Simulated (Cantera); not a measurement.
N2O furnace oxynitridation

An isothermal, constant-pressure homogeneous reactor starts with 98.4 % N2O, 1.57 % H2O, at 1075 K and 1.01 bar.

Detailed kinetics in Cantera: GRI-Mech 3.0 (53 species, 325 reactions). GRI-Mech 3.0 was tuned for natural gas; its chemistry of N2O as a main component is partial and can be far from experiment. The mechanism lacks the step 2 NO + O2 → 2 NO2, which can matter for NO2 below about 1400 K. The temperature is held fixed by assumption; the heat of reaction is taken as removed at once.

| t (s) | x N2O | x O2 | x NO2 | x N2 | x NO | x O |
|---|---|---|---|---|---|---|
| 0.000700 | 0.984 | 1.40e-5 | 1.02e-9 | 2.94e-5 | 1.80e-6 | 2.05e-7 |
| 0.00203 | 0.984 | 4.11e-5 | 4.47e-8 | 8.60e-5 | 5.23e-6 | 2.05e-7 |
| 0.00591 | 0.984 | 0.000120 | 1.04e-6 | 0.000251 | 1.43e-5 | 2.04e-7 |
| 0.0172 | 0.983 | 0.000351 | 8.78e-6 | 0.000736 | 3.57e-5 | 2.04e-7 |
| 0.0499 | 0.981 | 0.00102 | 3.88e-5 | 0.00215 | 8.97e-5 | 2.01e-7 |
| 0.145 | 0.975 | 0.00296 | 0.000117 | 0.00622 | 0.000248 | 1.94e-7 |
| 0.421 | 0.957 | 0.00849 | 0.000233 | 0.0177 | 0.000776 | 1.84e-7 |
| 1.22 | 0.909 | 0.0238 | 0.000330 | 0.0492 | 0.00237 | 1.73e-7 |
| 3.55 | 0.788 | 0.0621 | 0.000395 | 0.128 | 0.00633 | 1.59e-7 |
| 10.3 | 0.548 | 0.139 | 0.000442 | 0.286 | 0.0137 | 1.32e-7 |
| 30.0 | 0.240 | 0.238 | 0.000456 | 0.488 | 0.0213 | 8.11e-8 |
x: mole fraction; the columns are a selection and need not sum to one.

Equilibrium at this temperature and pressure: N2O 5.48e-9, O2 0.330, NO2 3.23e-6, N2 0.660, NO 7.77e-5, O 7.53e-10 (gas phase only).
